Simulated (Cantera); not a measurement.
Input: 1 mol SiH4, 0.57 mol H2O, 180 mol N2, 17 mol CO2, held at 573.15 K and 0.000100 bar.

These are equilibrium values from Cantera (NASA tables, ideal gas, pure condensed phases), not measurements of a reactor. Candidate condensed phases: C, C6H6, C7H8, C8H18, H2O, Si, SiC, SiO2, Si2N2O, Si3N4; 151 gas species. Rates play no part.

Base state: N2 0.902, CO2 0.0759, H2 0.0107, CO 0.00931, H2O 0.00214 (mole fractions); condensed: SiO2(α-quartz).

Problem. What changes in the equilibrium state with this change: pressure from 0.000100 bar to 0.100 bar?

Solution. 
| species | before | after |
|---|---|---|
| N2 | 0.902 | 0.910 |
| CO2 | 0.0759 | 0.0770 |
| H2O | 0.00214 | 0.00998 |
| CO | 0.00931 | 0.000512 |
| H2 | 0.0107 | 0.00270 |
| CH4 | 7.93e-7 | 0.000150 |
| SiO2(α-quartz), mol | 1.00 | 1.00 |
| C(graphite), mol | 0 | 1.62 |

Problem. What changes in the equilibrium state with this change: SiH4 replaced by Si2H6?

Solution. 
```json
[
 {"species": "N2", "before": "0.902", "after": "0.899"},
 {"species": "CO2", "before": "0.0759", "after": "0.0679"},
 {"species": "H2", "before": "0.0107", "after": "0.0161"},
 {"species": "CO", "before": "0.00931", "after": "0.0152"},
 {"species": "H2O", "before": "0.00214", "after": "0.00176"},
 {"species": "SiO2(α-quartz), mol", "before": "1.00", "after": "2.00"},
 {"species": "C(graphite), mol", "before": "0", "after": "0.369"}
]
```
The feed counts by its element totals alone.
